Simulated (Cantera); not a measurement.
**Gas-phase reforming**

An isothermal, constant-pressure homogeneous reactor starts with CH4 : H2O = 1 : 2.5 (molar parts), at 2200 K and 10.0 bar.

Computed with Cantera and GRI-Mech 3.0 (53 species, 325 reactions).

```json
[
 {"t (s)": "0.000300", "x CH4": "0.0142", "x H2O": "0.371", "x C2H4": "0.000449", "x C2H2": "0.0349", "x H2O2": "1.19e-9", "x CH3": "0.000724", "x H2": "0.463"},
 {"t (s)": "0.000841", "x CH4": "0.00756", "x H2O": "0.298", "x C2H4": "0.000152", "x C2H2": "0.0109", "x H2O2": "6.64e-10", "x CH3": "0.000358", "x H2": "0.524"},
 {"t (s)": "0.00236", "x CH4": "0.00145", "x H2O": "0.262", "x C2H4": "9.06e-6", "x C2H2": "0.000639", "x H2O2": "4.77e-10", "x CH3": "6.63e-5", "x H2": "0.555"},
 {"t (s)": "0.00661", "x CH4": "2.52e-6", "x H2O": "0.258", "x C2H4": "5.54e-10", "x C2H2": "4.09e-8", "x H2O2": "4.64e-10", "x CH3": "1.15e-7", "x H2": "0.559"},
 {"t (s)": "0.0185", "x CH4": "1.48e-7", "x H2O": "0.258", "x C2H4": "<1e-12", "x C2H2": "5.28e-11", "x H2O2": "4.64e-10", "x CH3": "6.77e-9", "x H2": "0.559"},
 {"t (s)": "0.0520", "x CH4": "1.48e-7", "x H2O": "0.258", "x C2H4": "<1e-12", "x C2H2": "5.28e-11", "x H2O2": "4.64e-10", "x CH3": "6.77e-9", "x H2": "0.559"},
 {"t (s)": "0.146", "x CH4": "1.48e-7", "x H2O": "0.258", "x C2H4": "<1e-12", "x C2H2": "5.28e-11", "x H2O2": "4.64e-10", "x CH3": "6.77e-9", "x H2": "0.559"},
 {"t (s)": "0.408", "x CH4": "1.48e-7", "x H2O": "0.258", "x C2H4": "<1e-12", "x C2H2": "5.28e-11", "x H2O2": "4.64e-10", "x CH3": "6.77e-9", "x H2": "0.559"},
 {"t (s)": "1.15", "x CH4": "1.48e-7", "x H2O": "0.258", "x C2H4": "<1e-12", "x C2H2": "5.28e-11", "x H2O2": "4.64e-10", "x CH3": "6.77e-9", "x H2": "0.559"},
 {"t (s)": "3.21", "x CH4": "1.48e-7", "x H2O": "0.258", "x C2H4": "<1e-12", "x C2H2": "5.28e-11", "x H2O2": "4.64e-10", "x CH3": "6.77e-9", "x H2": "0.559"},
 {"t (s)": "9.00", "x CH4": "1.48e-7", "x H2O": "0.258", "x C2H4": "<1e-12", "x C2H2": "5.28e-11", "x H2O2": "4.64e-10", "x CH3": "6.77e-9", "x H2": "0.559"}
]
```
x: mole fraction; the columns are a selection and need not sum to one.

Equilibrium at this temperature and pressure: CH4 1.67e-7, H2O 0.258, C2H4 <1e-12, C2H2 5.97e-11, H2O2 4.64e-10, CH3 7.63e-9, H2 0.559 (gas phase only).
